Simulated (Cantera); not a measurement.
Charge: 1 mol Al(CH₃)₃, 0.38 mol H₂O, 6.7 mol N₂, equilibrated at 1650 °C and 13.3 mbar.

Method: chemical equilibrium by Gibbs-energy minimisation in Cantera with the NASA 1993 tables (ideal gas, pure condensed phases). Candidate condensed phases: Al, AlN, Al₂O₃, C, C₆H₆, C₇H₈, C₈H₁₈, H₂O; 148 gas species. The feed counts by its element totals alone. The numbers say what is thermodynamically allowed, not how fast it happens.

Base state: N₂ 0.536, H₂ 0.417, CO 0.0329, H 0.00527, HCN 0.00508, Al 0.00400, HNC 0.000250, C₂H₂ (acetylene) 0.000188 (mole fractions); condensed: AlN(s) + C(graphite).

Problem. What changes in the equilibrium state with this change: temperature from 1650 °C to 1000 °C?

Solution. 
| species | before | after |
|---|---|---|
| N₂ | 0.536 | 0.559 |
| H₂ | 0.417 | 0.433 |
| CO | 0.0329 | 0.00792 |
| Al | 0.00400 | <1e-9 |
| AlH | 9.92e-5 | <1e-9 |
| H | 0.00527 | 4.07e-6 |
| C₂H₂ (acetylene) | 0.000188 | 1.61e-7 |
| AlN(s), mol | 0.953 | 0.806 |
| C(graphite), mol | 2.55 | 2.91 |
| Al₂O₃(s), mol | 0 | 0.0969 |
Mutual solubility and eutectic melting of coexisting phases are not modelled.
